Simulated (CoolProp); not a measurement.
Vapour-liquid equilibrium of R134a (1) + isobutane (2) at -20.95 °C; x and y are mole fractions of (1).

The numbers come from the multi-fluid Helmholtz-energy mixture model, Tillner-Roth 1994 and Bücker 2006; pair parameters Bell 2016 in CoolProp.

Task: Give the bubble pressure and the first vapour's composition at x = 0.05, 0.35, 0.5. Is there an azeotrope?

Result: x = 0.05: 99.16 kPa, y = 0.321; x = 0.35: 156.8 kPa, y = 0.630; x = 0.5: 159.9 kPa, y = 0.649. y crosses x between x = 0.65 and 0.8: the model has an azeotrope there.

The pair parameters rest on a limited set of measurements; away from them the model extrapolates. With so large a gap from Raoult's law the liquid may split in two, which this calculation doesn't test in full.
